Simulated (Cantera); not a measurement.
Cantera with NASA thermochemical tables; ideal gases at 1 bar, condensed phases pure. Values are per mole of reaction as written; species without (g) are pure solids or liquids, kept so even where they would boil at 1 bar.

a) Mg + I2(g) ⇌ MgI2
b) H2(g) + I2(g) ⇌ 2 HI(g)
c) 0.6667 Al + I2(g) ⇌ 0.6667 AlI3(g)
d) Pb + I2(g) ⇌ PbI2(g)

### Question
Order these by ΔG° at 875 K, most negative first.

### Answer
a (-292 kJ), c (-164 kJ), d (-90 kJ), b (-26 kJ)
